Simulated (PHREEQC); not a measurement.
Make-up at 25 °C: 0.0074 mol/kgw NH4HF2, 0.022 mol/kgw (NH4)2SiF6, 0.00042 mol/kgw H3BO3 and 2.1e-05 mol/kgw H2SO4. Closed to the air; pH follows from the charge balance.

Model: ion-association model, wateq4f.dat, run in PHREEQC.

Precipitation was switched off in this run.

Q: Predict the pH.

A: pH 3.22.

Q: In which forms is S present?

A: SO4-2 77 %, NH4SO4- 21 %, HSO4- 2.3 % of the S.

SiF6-2 is the database's only silicon fluoride. Real BF4- forms and hydrolyses slowly; the run takes it at equilibrium.
